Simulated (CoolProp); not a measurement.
R236FA along the isotherm -52.85 °C: fugacity coefficient from the reference equation and from simpler models built on Tc = 124.9 °C, pc = 3191 kPa, ω = 0.377; each cubic takes its own stable root.

Model: reference Helmholtz-energy equation of state, Pan 2012, in CoolProp.

```
p (kPa)   phase  reference
-------  ------  ---------
532      liquid    0.01219
1060     liquid   0.006286
1600     liquid   0.004283
2130     liquid   0.003307
2660     liquid   0.002722
3190     liquid   0.002333
3720     liquid   0.002056
4250     liquid   0.001850
4790     liquid   0.001688
```

Task: How far does each simpler model (van der Waals, Redlich-Kwong, Soave-Redlich-Kwong, Peng-Robinson) lie from the reference over these 9 states: mean and median of the absolute difference, and the worst?

Result: 
- van der Waals: mean 2664.5 %, median 2662.3 %, worst +2879.9 % at -52.85 °C and 4790 kPa
- Redlich-Kwong: mean 322.7 %, median 322.9 %, worst +329.9 % at -52.85 °C and 4790 kPa
- Soave-Redlich-Kwong: mean 0.8 %, median 0.7 %, worst +1.8 % at -52.85 °C and 4790 kPa
- Peng-Robinson: mean 4.6 %, median 4.6 %, worst +4.8 % at -52.85 °C and 532 kPa
